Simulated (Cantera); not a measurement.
An isothermal, constant-pressure homogeneous reactor starts with C2H6 : N2 = 1 : 46 (molar parts), at 1950 K and 100.0 Torr.

Detailed kinetics in Cantera: GRI-Mech 3.0 (53 species, 325 reactions). GRI-Mech 3.0 stops at C3 and has no aromatics, soot or wall deposition, so with more carbon than oxygen in the feed, carbon stays in small species such as C2H2 where larger ones or solid carbon would form.

x: mole fraction; the columns are a selection and need not sum to one.

| t (s) | x C2H6 | x C2H2 | x C2H4 | x CH3 | x H | x CH2 |
|---|---|---|---|---|---|---|
| 8.00e-5 | 0.000142 | 0.00930 | 0.00577 | 0.00665 | 0.00214 | 0.000121 |
| 0.000248 | ? | ? | ? | ? | ? | ? |
| 0.000772 | 1.28e-6 | 0.0188 | 0.000142 | 0.000705 | 0.000666 | 1.17e-5 |
| 0.00240 | 3.39e-7 | 0.0194 | 3.34e-5 | 0.000349 | 0.000473 | 4.62e-6 |
| 0.00744 | 9.75e-8 | 0.0198 | 1.01e-5 | 0.000185 | 0.000433 | 2.35e-6 |
| 0.0231 | 1.80e-8 | 0.0201 | 2.62e-6 | 8.08e-5 | 0.000491 | 1.19e-6 |
| 0.0718 | 1.42e-9 | 0.0203 | 1.11e-6 | 2.32e-5 | 0.000571 | 4.05e-7 |
| 0.223 | 4.85e-11 | 0.0203 | 9.82e-7 | 4.31e-6 | 0.000622 | 8.26e-8 |
| 0.692 | 1.46e-12 | 0.0203 | 9.76e-7 | 5.21e-7 | 0.000636 | 1.03e-8 |
| 2.15 | 1.01e-12 | 0.0203 | 9.76e-7 | 3.06e-7 | 0.000636 | 6.02e-9 |
| 6.68 | 1.01e-12 | 0.0203 | 9.76e-7 | 3.06e-7 | 0.000636 | 6.04e-9 |
| 20.7 | 1.03e-12 | 0.0203 | 9.75e-7 | 3.23e-7 | 0.000636 | 6.36e-9 |
| 64.4 | 1.11e-12 | 0.0202 | 9.72e-7 | 3.65e-7 | 0.000636 | 7.20e-9 |
| 200 | 1.28e-12 | 0.0200 | 9.64e-7 | 4.53e-7 | 0.000636 | 8.92e-9 |

Task: Complete the blanks.

Result: 
- 0.000248, x C2H6: 6.42e-6
- 0.000248, x C2H2: 0.0170
- 0.000248, x C2H4: 0.00112
- 0.000248, x CH3: 0.00169
- 0.000248, x H: 0.00113
- 0.000248, x CH2: 3.57e-5
